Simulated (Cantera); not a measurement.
Mixture: 8.58 % CH3OH, 19.2 % O2, 72.2 % N2, equivalence ratio 0.67, at 1.00 bar, adiabatic and at constant pressure. Ignition delay is the time to a rise of 400 K.

Detailed kinetics in Cantera: GRI-Mech 3.0 (53 species, 325 reactions). GRI-Mech 3.0 was tuned for natural gas; its chemistry of methanol as a main component is partial and can be far from experiment.

Q: Predict: delay at 1225 K; delay at 1375 K; delay at 1525 K; delay at 1675 K; delay at 1825 K; apparent activation energy between 1750 and 1900 K.

A: 
```json
{
 "delay at 1225 K": "7.03 ms",
 "delay at 1375 K": "0.932 ms",
 "delay at 1525 K": "0.209 ms",
 "delay at 1675 K": "67.3 µs",
 "delay at 1825 K": "27.2 µs",
 "apparent activation energy between 1750 and 1900 K": "150 kJ/mol"
}
```
